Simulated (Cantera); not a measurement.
Adiabatic ignition

An adiabatic, constant-pressure homogeneous reactor starts with 2.97 % CH4, 0.274 % C2H6, 20.3 % O2, 76.4 % N2, equivalence ratio 0.34, at 1448 K and 1000000 Pa.

Detailed kinetics in Cantera: GRI-Mech 3.0 (53 species, 325 reactions).

```json
[
 {"t (s)": "2.00e-6", "T (K)": "1448", "x CH4": "0.0297", "x C2H6": "0.00273", "x O2": "0.203", "x NO": "<1e-12", "x CH2": "2.43e-12"},
 {"t (s)": "6.83e-6", "T (K)": "1448", "x CH4": "0.0297", "x C2H6": "0.00272", "x O2": "0.203", "x NO": "<1e-12", "x CH2": "3.63e-11"},
 {"t (s)": "2.33e-5", "T (K)": "1448", "x CH4": "0.0296", "x C2H6": "0.00265", "x O2": "0.203", "x NO": "<1e-12", "x CH2": "1.21e-9"},
 {"t (s)": "7.95e-5", "T (K)": "1704", "x CH4": "0.00896", "x C2H6": "0.000198", "x O2": "0.171", "x NO": "7.95e-9", "x CH2": "2.39e-6"},
 {"t (s)": "0.000271", "T (K)": "2176", "x CH4": "<1e-12", "x C2H6": "<1e-12", "x O2": "0.133", "x NO": "2.77e-5", "x CH2": "<1e-12"},
 {"t (s)": "0.000926", "T (K)": "2176", "x CH4": "<1e-12", "x C2H6": "<1e-12", "x O2": "0.133", "x NO": "7.80e-5", "x CH2": "<1e-12"},
 {"t (s)": "0.00316", "T (K)": "2175", "x CH4": "<1e-12", "x C2H6": "<1e-12", "x O2": "0.133", "x NO": "0.000248", "x CH2": "<1e-12"},
 {"t (s)": "0.0108", "T (K)": "2174", "x CH4": "<1e-12", "x C2H6": "<1e-12", "x O2": "0.133", "x NO": "0.000812", "x CH2": "<1e-12"},
 {"t (s)": "0.0368", "T (K)": "2170", "x CH4": "<1e-12", "x C2H6": "<1e-12", "x O2": "0.132", "x NO": "0.00253", "x CH2": "<1e-12"},
 {"t (s)": "0.126", "T (K)": "2162", "x CH4": "<1e-12", "x C2H6": "<1e-12", "x O2": "0.130", "x NO": "0.00621", "x CH2": "<1e-12"},
 {"t (s)": "0.429", "T (K)": "2156", "x CH4": "<1e-12", "x C2H6": "<1e-12", "x O2": "0.129", "x NO": "0.00869", "x CH2": "<1e-12"},
 {"t (s)": "1.46", "T (K)": "2156", "x CH4": "<1e-12", "x C2H6": "<1e-12", "x O2": "0.129", "x NO": "0.00880", "x CH2": "<1e-12"},
 {"t (s)": "5.00", "T (K)": "2156", "x CH4": "<1e-12", "x C2H6": "<1e-12", "x O2": "0.129", "x NO": "0.00880", "x CH2": "<1e-12"}
]
```
x: mole fraction; the columns are a selection and need not sum to one.

| Item | Result |
|---|---|
| time of steepest temperature rise | 82.1 µs |
| temperature at 5.00 s | 2156 K |
| equilibrium temperature | 2156 K |
| x(CH4) at 5.00 s | <1e-12 (gas-phase equilibrium <1e-12) |
| x(C2H6) at 5.00 s | <1e-12 (gas-phase equilibrium <1e-12) |
| x(O2) at 5.00 s | 0.129 (gas-phase equilibrium 0.129) |
